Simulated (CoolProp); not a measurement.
Cyclopropane at 293.15 K and 0.12 MPa is throttled through a valve to 0.0332 MPa with no heat exchange. Each further row changes one setting.

The numbers come from the reference Helmholtz-energy equation of state, Polt 1992 in CoolProp. This equation is an older, rougher fit.

```json
[
 {"case": "as stated", "temperature change (K)": "-2.2", "final density (kg/m³)": "?"},
 {"case": "outlet pressure 0.00996 MPa", "temperature change (K)": "?", "final density (kg/m³)": "?"},
 {"case": "outlet pressure 0.0432 MPa", "temperature change (K)": "-2.0", "final density (kg/m³)": "?"}
]
```

Q: Some entries are withheld; supply them.

A: 
- as stated, final density (kg/m³): 0.581
- outlet pressure 0.00996 MPa, temperature change (K): -2.9
- outlet pressure 0.00996 MPa, final density (kg/m³): 0.174
- outlet pressure 0.0432 MPa, final density (kg/m³): 0.757
